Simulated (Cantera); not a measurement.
Cantera run:

```python
import numpy as np
import cantera as ct

gas_names = """
    Cr CrN CrO CrO2 CrO3 N NO NO2 NO3 N2 N2O O O2 O3
""".split()
cond_names = """
    Cr(cr) Cr(L) CrN(s) Cr2N(s) Cr2O3(s) Cr2O3(L)
""".split()


# ... load() reads the species with a 1 bar reference pressure and builds the phases ...
atoms = {
    'Cr': {'Cr': 1},
    'N2O': {'N': 2, 'O': 1},
}
top_T = {'CrN(s)': 1900, 'Cr2N(s)': 1900}  # K; cautious upper limits of use, not melting points


# ... equilibrate(T, P, feed) seeds the gas with the atoms and calls Mixture.equilibrate('TP', solver="vcs", rtol=1e-11, max_steps=5000) ...
results = []
T = 1798.15  # K
P = 1000  # Pa
for m in [1.5, 3.7, 5.8, 7.9, 10, 12, 14, 17, 19]:
    feed = {'Cr': 1, 'N2O': m}  # mol
    mix = equilibrate(T, P, feed)
    results.append((T, P, feed, dict(zip(mix.species_names, mix.species_moles))))

top = {s: max(r[3][s] / sum(r[3][g] for g in gas_names) for r in results) for s in gas_names}
cols = sorted((s for s in top if top[s] > 0.001), key=lambda s: -top[s])[:6]
seen = [c for c in cond_names if any(r[3].get(c, 0) > 1e-12 for r in results)]
print("log10 of partial pressures in bar; condensed amounts in mol")
print(f"{'n(N2O)':>10s}" + "".join(f"{s[:9]:>10s}" for s in cols + seen))
for T, P, feed, n in results:
    ng = sum(n[g] for g in gas_names)
    print(f"{feed['N2O']:10.4g}" + "".join(f"{np.log10(max(n[s] / ng * P / 1e5, 1e-99)):10.3f}" for s in cols)
          + "".join(f"{n.get(c, 0):10.4g}" for c in seen))
```

Output:

```
log10 of partial pressures in bar; condensed amounts in mol
    n(N2O)        N2        O2        NO  Cr2O3(s)
       1.5    -2.000    -8.497    -7.242       0.5
       3.7    -2.114    -2.645    -4.373    0.4999
       5.8    -2.138    -2.572    -4.349    0.4998
       7.9    -2.149    -2.544    -4.340    0.4997
        10    -2.155    -2.529    -4.336    0.4997
        12    -2.159    -2.521    -4.333    0.4996
        14    -2.162    -2.514    -4.332    0.4995
        17    -2.165    -2.508    -4.330    0.4994
        19    -2.166    -2.505    -4.329    0.4993
```

Method: chemical equilibrium by Gibbs-energy minimisation in Cantera with the NASA 1993 tables (ideal gas, pure condensed phases).
